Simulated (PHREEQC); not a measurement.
Dissolve 9.7e-05 mol CaSO4 and 0.00022 mol NaHCO3 per kg of water at 25 °C. Closed to the air; pH follows from the charge balance.

Computed with PHREEQC (Pitzer model, pitzer.dat).

This is a speciation only: nothing precipitates in the calculation.

### Question
Estimate the pH, ionic strength, osmotic coefficient.

### Answer
pH 8.17; ionic strength 0.000610 mol/kgw; osmotic coefficient 0.982.

### Question
In which forms is C present?

### Answer
HCO3- 98 %, CO2 1.4 %, CO3-2 0.7 % of the C.
